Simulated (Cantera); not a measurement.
What does this Cantera script print?

```python
import numpy as np
import cantera as ct

surf = ct.Interface("diamond.yaml", "diamond_100")
gas, bulk = surf.adjacent["gas"], surf.adjacent["diamond"]
k = surf.kinetics_species_index(bulk.species_names[0])
cover = ["c6HH", "c6H*", "c6*H", "c6**", "c6HM", "c6B"]

rows, drift = [], 0.0
print(f"{'xH':>10s}{'um/h':>11s}" + "".join(f"{s:>11s}" for s in cover))
for v in [0.0001, 0.00025, 0.00062, 0.0016, 0.0039, 0.0097, 0.024, 0.06, 0.15]:
    T, P, xH, xCH3 = 1100, 2100, v, 5.2e-05
    gas.TPX = T, P, {"H": xH, "CH3": xCH3, "CH4": 0.0079, "H2": 1 - xH - xCH3 - 0.0079}
    surf.TP = bulk.TP = T, P
    surf.coverages = "c6H*:0.1, c6HH:0.9"
    surf.advance_coverages(100.0)
    before = surf.coverages
    surf.advance_coverages(100.0)
    drift = max(drift, np.max(np.abs(surf.coverages - before) / (surf.coverages + 1e-9)))
    rate = surf.net_production_rates[k] * bulk.mean_molecular_weight / bulk.density * 3.6e9
    rows.append([rate, *surf[cover].coverages])
    print(f"{v:10.4g}{rate:11.4e}" + "".join(f"{x:11.3e}" for x in rows[-1][1:]))
```

Output:

```
        xH       um/h       c6HH       c6H*       c6*H       c6**       c6HM        c6B
    0.0001 2.2117e-02  6.007e-01  2.306e-02  3.655e-01  5.457e-03  2.670e-03  6.002e-11
   0.00025 5.4261e-02  5.506e-01  2.574e-02  4.080e-01  9.944e-03  3.205e-03  1.472e-10
   0.00062 1.1830e-01  5.265e-01  2.695e-02  4.271e-01  1.392e-02  3.379e-03  3.210e-10
    0.0016 2.4293e-01  5.158e-01  2.748e-02  4.355e-01  1.649e-02  3.033e-03  6.592e-10
    0.0039 4.1734e-01  5.120e-01  2.772e-02  4.391e-01  1.770e-02  2.262e-03  1.132e-09
    0.0097 6.0446e-01  5.109e-01  2.787e-02  4.409e-01  1.827e-02  1.352e-03  1.640e-09
     0.024 7.3984e-01  5.106e-01  2.799e-02  4.418e-01  1.853e-02  6.762e-04  2.008e-09
      0.06 8.1526e-01  5.106e-01  2.819e-02  4.421e-01  1.866e-02  2.994e-04  2.212e-09
      0.15 8.5170e-01  5.105e-01  2.861e-02  4.419e-01  1.879e-02  1.253e-04  2.311e-09
```

Model: the Harris–Goodwin 1993 mechanism for the reconstructed diamond (100) surface, integrated in Cantera.
